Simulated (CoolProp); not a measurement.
Vinyl chloride at 207.7 K and 0.00544 MPa is throttled through a valve to 0.00305 MPa with no heat exchange. Each further row changes one setting.

Computed with CoolProp (reference Helmholtz-energy equation of state, Thol 2022).

| case | temperature change (K) | final density (kg/m³) |
|---|---|---|
| as stated | -0.2 | 0.111 |
| outlet pressure 0.000915 MPa | -0.4 | 0.0332 |
| outlet pressure 0.00397 MPa | -0.1 | 0.144 |
